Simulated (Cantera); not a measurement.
A diamond (100) surface in a fixed gas of H2 with x(CH4) = 0.0027, x(H) = 0.031, x(CH3) = 0.00012, at 1175 K; coverages are run to steady state.

Model: the Harris–Goodwin 1993 mechanism for the reconstructed diamond (100) surface, integrated in Cantera.

θ: site fractions in the mechanism's names (c6HH fully hydrogenated, c6H* and c6*H radical sites, c6** diradical, c6HM methylated).

| P (Pa) | growth (µm/h) | θ c6HH | θ c6H* | θ c6*H | θ c6** | θ c6HM |
|---|---|---|---|---|---|---|
| 590 | 0.252 | 0.455 | 0.0358 | 0.481 | 0.0275 | (withheld) |
| 990 | 0.558 | 0.455 | 0.0358 | 0.481 | 0.0275 | (withheld) |
| 1700 | 1.22 | 0.454 | 0.0359 | 0.481 | 0.0275 | (withheld) |
| 2800 | 2.38 | 0.454 | 0.0359 | 0.481 | 0.0275 | (withheld) |
| 4600 | 4.43 | 0.454 | 0.0361 | 0.481 | 0.0276 | (withheld) |
| 7800 | 8.23 | 0.454 | 0.0363 | 0.480 | 0.0276 | 0.000937 |
| 13000 | 14.5 | 0.454 | 0.0366 | 0.480 | 0.0277 | 0.000997 |
| 22000 | 25.6 | 0.454 | 0.0372 | 0.479 | 0.0278 | 0.00104 |

**Question.** What belongs in the gaps?

**Answer.** 
- 590, θ c6HM: 0.000336
- 990, θ c6HM: 0.000466
- 1700, θ c6HM: 0.000614
- 2800, θ c6HM: 0.000742
- 4600, θ c6HM: 0.000849
